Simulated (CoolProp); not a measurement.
A single-stage vapour-compression cycle with tetrahydrofuran: evaporating at 317.15 K (dew point), condensing at 367.15 K (bubble point), superheat 10 K, subcooling 0 K, compressor efficiency 0.75, no pressure losses. Each further row changes one setting.

Values from CoolProp's reference Helmholtz-energy equation of state, Fiedler 2023.

```csv
case,cooling COP,pressure ratio,discharge temperature (K),refrigerating effect (kJ/kg),volumetric capacity (kJ/m³)
as stated,4.13,4.95,394.2,349,441
evaporating temperature 322.15 K,4.73,4.11,391.6,[?],533
condensing temperature 362.15 K,4.67,[?],[?],359,453
subcooling 5 K,4.25,4.95,394.2,359,453
superheat 20 K,4.15,4.95,403.9,[?],442
compressor efficiency 0.65,3.58,4.95,402.8,349,441
```

Some entries are withheld; supply them.


- evaporating temperature 322.15 K, refrigerating effect (kJ/kg): 355
- condensing temperature 362.15 K, pressure ratio: 4.31
- condensing temperature 362.15 K, discharge temperature (K): 388.5
- superheat 20 K, refrigerating effect (kJ/kg): 361
